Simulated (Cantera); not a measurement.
Input (Python, Cantera) and output of one run.

```python
import numpy as np
import cantera as ct

gas_names = """
    Br Br2 H HBr H2 Si SiBr SiBr2 SiBr3 SiBr4 SiH SiHBr3 SiH2 SiH2Br2 SiH3 SiH3Br SiH4 Si2 Si3
""".split()
cond_names = """
    Br2(cr) Br2(L) Si(cr) Si(L)
""".split()


# ... load() reads the species with a 1 bar reference pressure and builds the phases ...
atoms = {
    'Si': {'Si': 1},
    'Br2': {'Br': 2},
    'H2': {'H': 2},
}
top_T = {}  # K; cautious upper limits of use, not melting points


# ... equilibrate(T, P, feed) seeds the gas with the atoms and calls Mixture.equilibrate('TP', solver="vcs", rtol=1e-11, max_steps=5000) ...
results = []
feed = {'Si': 1, 'Br2': 1.3, 'H2': 5.5}  # mol
T = 675  # K
P = 14000  # Pa
mix = equilibrate(T, P, feed)
results.append((T, P, feed, dict(zip(mix.species_names, mix.species_moles))))
print(gas.report(threshold=1e-05))
for i in range(1, mix.n_phases):
    print(f"{mix.phase(i).name:16s} {mix.phase_moles(i):12.5e} mol")
```

Result:

```
       temperature   675 K
          pressure   14000 Pa
           density   0.09647 kg/m^3
  mean mol. weight   38.673 kg/kmol
   phase of matter   gas

                          1 kg             1 kmol
                     ---------------   ---------------
          enthalpy       -7.7332e+05       -2.9906e+07  J
   internal energy       -9.1845e+05       -3.5519e+07  J
           entropy            5351.4        2.0695e+05  J/K
    Gibbs function       -4.3855e+06        -1.696e+08  J
 heat capacity c_p            967.94             37433  J/K
 heat capacity c_v            752.95             29119  J/K

                      mass frac. Y      mole frac. X     chem. pot. / RT
                     ---------------   ---------------   ---------------
               HBr         0.0017025        0.00081372           -40.383
                H2          0.046473           0.89149           -18.707
             SiBr4           0.89814          0.099895           -127.07
            SiHBr3          0.052369         0.0075343           -105.39
           SiH2Br2         0.0012918        0.00026305           -83.716
     [  +14 minor]        2.0875e-05        4.9949e-06

Br2(L)            0.00000e+00 mol
Si(cr)            3.38860e-01 mol
```

Method: chemical equilibrium by Gibbs-energy minimisation in Cantera with the NASA 1993 tables (ideal gas, pure condensed phases).
